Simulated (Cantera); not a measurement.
A perfectly stirred reactor is fed with CH4 : H2 : O2 : N2 : CO2 = 1 : 0.04 : 1.35 : 10.2 : 0.27 (molar parts), at 8.00 bar; it is adiabatic with a 773 K inlet, and is followed from long to short residence time, starting on the burning branch (τ in s: 0.042, 0.017, 0.0068, 0.0027, 0.0011, 0.00044, 0.00018, 7.1e-05, 2.9e-05).

Model: GRI-Mech 3.0 (53 species, 325 reactions), integrated in Cantera.

One state of this run: T (K) = 1709; x CH4 = 0.00835; x H2 = 0.0230; x O2 = 0.00467; x HCN = 1.15e-6; x C2H = 1.77e-8; x C2H4 = 0.000401; x OH = 8.48e-6. x: mole fraction; the columns are a selection and need not sum to one.

### Question
Which value of τ (s) does it belong to?
(A) 2.9e-5
(B) 0.0068
(C) 0.0011
(D) 7.1e-5

### Answer
B, 0.0068
